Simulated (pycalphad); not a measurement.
# Effect of Si content in Al-Mg-Si

CALPHAD calculation (pycalphad, COST 507 light-alloy database (1999)), 1 atm. These are 1990s assessments: newer ones move some temperatures and phases. Phase fractions are per mole of atoms.

### Question
One of these alloys has its liquidus at 894 K, its solidus at 829 K, and holds FCC_A1 0.98, MG2SI 0.02 at 700 K. Which?
(A) Al-7.222Mg-1.866Si (wt.%)
(B) Al-7.225Mg-0.7028Si (wt.%)
(C) Al-7.22Mg-2.798Si (wt.%)

### Answer
B, Al-7.225Mg-0.7028Si (wt.%). The others: Al-7.222Mg-1.866Si (wt.%), liquidus 889, solidus 852; Al-7.22Mg-2.798Si (wt.%), liquidus 884, solidus 866

Database names, with the compositions (at.%) that they take in these runs: MG2SI: Mg 67 Si 33. FCC_A1 is fcc.
